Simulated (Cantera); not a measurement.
Feed: 1 mol CuO, 14 mol CO, at 1950 °C and 1 atm.

Equilibrium computed with Cantera from the NASA thermochemical tables; the gas is ideal and each condensed phase is pure. Candidate condensed phases: C, Cu, CuO, Cu2O; 15 gas species. Kinetics and transport are ignored.

**Question.** What is the equilibrium state?

**Answer.** 
| Quantity | Value |
|---|---|
| x(CO) | 0.903 |
| x(CO2) | 0.0695 |
| x(Cu) | 0.0272 |
| x(Cu2) | 0.000221 |
| x(O) | 1.67e-6 |
| x(CuO) | 1.30e-6 |
| n(Cu(l)) | 0.602 mol |
| gas amount | 14.40 mol |
| log10 activity of C(graphite) (absent) | -3.93 |
